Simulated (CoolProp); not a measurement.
Vapour-liquid equilibrium of benzene (1) + cyclohexane (2) at 0.783 bar; x and y are mole fractions of (1).

Values from CoolProp's multi-fluid Helmholtz-energy mixture model, Thol 2012 and Zhou 2014; pair parameters Bell 2016.

```json
[
 {"x": "0.05", "bubble temperature (K)": "344.9", "y at the bubble point": "0.068", "dew temperature at overall composition x (K)": "345.0", "liquid density (mol/L)": "8.730"},
 {"x": "0.2", "bubble temperature (K)": "343.4", "y at the bubble point": "0.242", "dew temperature at overall composition x (K)": "343.7", "liquid density (mol/L)": "8.978"},
 {"x": "0.35", "bubble temperature (K)": "342.6", "y at the bubble point": "0.383", "dew temperature at overall composition x (K)": "342.7", "liquid density (mol/L)": "9.237"},
 {"x": "0.5", "bubble temperature (K)": "342.2", "y at the bubble point": "0.508", "dew temperature at overall composition x (K)": "342.2", "liquid density (mol/L)": "9.510"},
 {"x": "0.65", "bubble temperature (K)": "342.3", "y at the bubble point": "0.630", "dew temperature at overall composition x (K)": "342.4", "liquid density (mol/L)": "9.797"},
 {"x": "0.8", "bubble temperature (K)": "342.9", "y at the bubble point": "0.762", "dew temperature at overall composition x (K)": "343.2", "liquid density (mol/L)": "10.10"},
 {"x": "0.95", "bubble temperature (K)": "344.3", "y at the bubble point": "0.930", "dew temperature at overall composition x (K)": "344.5", "liquid density (mol/L)": "10.42"}
]
```

y crosses x between x = 0.5 and 0.65: the model has an azeotrope there.

The pair parameters rest on a limited set of measurements; away from them the model extrapolates.
